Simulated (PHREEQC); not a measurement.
# Alkaline etch or developer: an equilibrium model

Dissolve 0.0035 mol/kgw TMAH, 3.1e-05 mol/kgw NaAlO2 and 0.00062 mol/kgw K2CO3 at 20 °C. Closed to the air; pH follows from the charge balance.

Equilibrium calculation in PHREEQC: ion-association model, wateq4f.dat.

Each row changes one thing in this solution. This is a speciation only: nothing precipitates in the calculation.

```csv
case,pH,ionic strength (mol/kgw)
as made,11.68,0.00537
K2CO3 left out,11.68,0.00353
TMAH from 0.0035 to 0.00525 mol/kgw,11.85,0.00713
K2CO3 from 0.00062 to 0.0062 mol/kgw,11.67,0.0219
NaAlO2 replaced by Na2HPO4 at the same molality,11.68,0.00544
9e-05 mol/kgw KOH added,11.69,0.00546
TMAH left out,(withheld),0.00165
NaAlO2 from 3.1e-05 to 4.65e-05 mol/kgw,11.68,0.00538
TMAH from 0.0035 to 0.007 mol/kgw,(withheld),0.00888
```

Problem. Some entries are withheld; supply them.

Solution. 
- TMAH left out, pH: 10.52
- TMAH from 0.0035 to 0.007 mol/kgw, pH: 11.97

Species that the database lacks are ignored. (CH3)4N+ isn't in the database: it is added as a free cation with an ion size of 4 Å.
